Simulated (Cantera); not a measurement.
## Moist CO burnout

An isothermal, constant-pressure homogeneous reactor starts with CO : O₂ : H₂O : N₂ = 0.0012 : 0.003 : 0.00061 : 1 (molar parts), equivalence ratio 0.20, at 1175 K and 3750 Torr.

Detailed kinetics in Cantera: GRI-Mech 3.0 (53 species, 325 reactions).

```json
[
 {"t (s)": "3.00e-6", "x CO": "0.00119", "x O₂": "0.00299", "x H₂O": "0.000607", "x CO₂": "1.76e-12", "x H": "<1e-12", "x NO": "<1e-12"},
 {"t (s)": "9.22e-6", "x CO": "0.00119", "x O₂": "0.00299", "x H₂O": "0.000607", "x CO₂": "5.42e-12", "x H": "<1e-12", "x NO": "<1e-12"},
 {"t (s)": "2.83e-5", "x CO": "0.00119", "x O₂": "0.00299", "x H₂O": "0.000607", "x CO₂": "1.67e-11", "x H": "<1e-12", "x NO": "<1e-12"},
 {"t (s)": "8.70e-5", "x CO": "0.00119", "x O₂": "0.00299", "x H₂O": "0.000607", "x CO₂": "5.23e-11", "x H": "<1e-12", "x NO": "<1e-12"},
 {"t (s)": "0.000267", "x CO": "0.00119", "x O₂": "0.00299", "x H₂O": "0.000607", "x CO₂": "1.77e-10", "x H": "2.30e-12", "x NO": "<1e-12"},
 {"t (s)": "0.000821", "x CO": "0.00119", "x O₂": "0.00299", "x H₂O": "0.000607", "x CO₂": "7.62e-10", "x H": "1.17e-11", "x NO": "<1e-12"},
 {"t (s)": "0.00252", "x CO": "0.00119", "x O₂": "0.00299", "x H₂O": "0.000607", "x CO₂": "5.69e-9", "x H": "6.55e-11", "x NO": "<1e-12"},
 {"t (s)": "0.00775", "x CO": "0.00119", "x O₂": "0.00299", "x H₂O": "0.000607", "x CO₂": "1.68e-7", "x H": "1.42e-9", "x NO": "<1e-12"},
 {"t (s)": "0.0238", "x CO": "0.00114", "x O₂": "0.00296", "x H₂O": "0.000605", "x CO₂": "5.07e-5", "x H": "9.15e-8", "x NO": "8.39e-11"},
 {"t (s)": "0.0731", "x CO": "0.000883", "x O₂": "0.00283", "x H₂O": "0.000604", "x CO₂": "0.000311", "x H": "8.26e-8", "x NO": "2.35e-9"},
 {"t (s)": "0.225", "x CO": "0.000414", "x O₂": "0.00260", "x H₂O": "0.000606", "x CO₂": "0.000781", "x H": "4.10e-8", "x NO": "1.61e-8"},
 {"t (s)": "0.690", "x CO": "5.97e-5", "x O₂": "0.00242", "x H₂O": "0.000607", "x CO₂": "0.00114", "x H": "6.31e-9", "x NO": "4.16e-8"},
 {"t (s)": "2.12", "x CO": "6.88e-7", "x O₂": "0.00239", "x H₂O": "0.000607", "x CO₂": "0.00119", "x H": "9.09e-11", "x NO": "6.46e-8"},
 {"t (s)": "6.51", "x CO": "1.04e-9", "x O₂": "0.00239", "x H₂O": "0.000607", "x CO₂": "0.00119", "x H": "2.73e-12", "x NO": "7.09e-8"},
 {"t (s)": "20.0", "x CO": "1.13e-10", "x O₂": "0.00239", "x H₂O": "0.000607", "x CO₂": "0.00119", "x H": "<1e-12", "x NO": "7.16e-8"}
]
```
x: mole fraction; the columns are a selection and need not sum to one.

Equilibrium at this temperature and pressure: CO 1.05e-10, O₂ 0.00238, H₂O 0.000607, CO₂ 0.00119, H <1e-12, NO 1.94e-5 (gas phase only).
